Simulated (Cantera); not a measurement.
Input (Python, Cantera):

```python
import numpy as np
import cantera as ct

gas = ct.Solution("gri30.yaml")
gas.TPX = 2000, 500000, {'CH4': 7.1, 'H2O': 0.81}
reactor = ct.IdealGasConstPressureReactor(gas, energy="off", clone=False)
net = ct.ReactorNet([reactor])
net.rtol, net.atol = 1e-08, 1e-18
show = ['CH4', 'H2O', 'HCO', 'HO2', 'H2']
times = np.geomspace(0.0008, 6, 11)

steps = ct.SolutionArray(gas, extra=["t"])
rows = []
print(f"{'t/s':>10s}{'T/K':>9s}{'P/Pa':>11s}" + "".join(f"{s:>11s}" for s in show))
for t in times:
    while net.time < t:
        t_next = net.step()
        steps.append(gas.state, t=t_next)
    rows.append([np.interp(t, steps.t, y) for y in (steps.T, steps.P, *steps(*show).X.T)])
    print(f"{t:10.3e}{rows[-1][0]:9.1f}{rows[-1][1]:11.4g}" + "".join(f"{x:11.3e}" for x in rows[-1][2:]))
rate = np.gradient(steps.T, steps.t)
print("integrator steps:", len(steps.t))
if steps.T.max() > steps.T[0] + 200:
    print(f"time of steepest temperature rise: {steps.t[rate.argmax()]:.4e} s")
gas.TPX = 2000, 500000, {'CH4': 7.1, 'H2O': 0.81}
gas.equilibrate("TP")
print(f"equilibrium (TP): T = {gas.T:.1f} K  " + "  ".join(f"{s} {gas[s].X[0]:.3e}" for s in show))
```

Output:

```
       t/s      T/K       P/Pa        CH4        H2O        HCO        HO2         H2
 8.000e-04   2000.0      5e+05  5.155e-02  4.879e-02  1.676e-08  1.769e-13  6.724e-01
 1.953e-03   2000.0      5e+05  3.036e-02  3.866e-02  2.174e-08  1.179e-13  6.961e-01
 4.765e-03   2000.0      5e+05  2.449e-02  2.366e-02  3.514e-08  4.415e-14  7.119e-01
 1.163e-02   2000.0      5e+05  2.203e-02  7.996e-03  5.045e-08  4.970e-15  7.255e-01
 2.839e-02   2000.0      5e+05  2.085e-02  6.752e-04  5.787e-08  3.524e-17  7.319e-01
 6.928e-02   2000.0      5e+05  2.074e-02  2.995e-06  5.856e-08  7.781e-22  7.325e-01
 1.691e-01   2000.0      5e+05  2.074e-02  1.209e-06  5.857e-08  1.491e-22  7.325e-01
 4.127e-01   2000.0      5e+05  2.074e-02  1.209e-06  5.857e-08  1.491e-22  7.325e-01
 1.007e+00   2000.0      5e+05  2.074e-02  1.209e-06  5.857e-08  1.491e-22  7.325e-01
 2.458e+00   2000.0      5e+05  2.074e-02  1.209e-06  5.857e-08  1.491e-22  7.325e-01
 6.000e+00   2000.0      5e+05  2.074e-02  1.209e-06  5.857e-08  1.491e-22  7.325e-01
integrator steps: 1713
equilibrium (TP): T = 2000.0 K  CH4 2.074e-02  H2O 1.216e-06  HCO 5.857e-08  HO2 1.508e-22  H2 7.325e-01
```

Cantera simulation using GRI-Mech 3.0 (53 species, 325 reactions); the numbers are that mechanism's predictions, not measurements. GRI-Mech 3.0 stops at C3 and has no aromatics, soot or wall deposition, so with more carbon than oxygen in the feed, carbon stays in small species such as C2H2 where larger ones or solid carbon would form.
